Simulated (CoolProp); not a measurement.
Vapour-liquid equilibrium of carbon dioxide (1) + dimethyl ether (2) at 259.8 K; x and y are mole fractions of (1).

Model: multi-fluid Helmholtz-energy mixture model, Span 1996 and Wu 2011; pair parameters Bell 2016, in CoolProp.

Problem. Give the bubble pressure and the first vapour's composition at x = 0.275, 0.35, 0.575. Is there an azeotrope?

Solution. x = 0.275: 607.3 kPa, y = 0.787; x = 0.35: 753.8 kPa, y = 0.843; x = 0.575: 1256 kPa, y = 0.934. No azeotrope shows between x = 0.05 and 0.95.

Pair parameters are fitted to limited data, so mixtures are less certain than the pure fluids.
